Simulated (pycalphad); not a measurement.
Computed with pycalphad from the COST 507 light-alloy database (1999), at 1 atm. These are 1990s assessments: newer ones move some temperatures and phases. Phase fractions are per mole of atoms.

Q: Give the equilibrium state of Si-3.41C (at.%) at 1352 °C.

A: diamond (Si), fraction 0.932, with <0.01 C at.%; CSI, fraction 0.068, with 50.0 C at.%.

Q: Give the equilibrium state of Si-3.41C (at.%) at 1502 °C.

A: liquid, fraction 0.932, with 0.01 C at.%; CSI, fraction 0.068, with 50.0 C at.%.

Database names, with the compositions (at.%) that they take in these runs: CSI: Si 50 C 50.
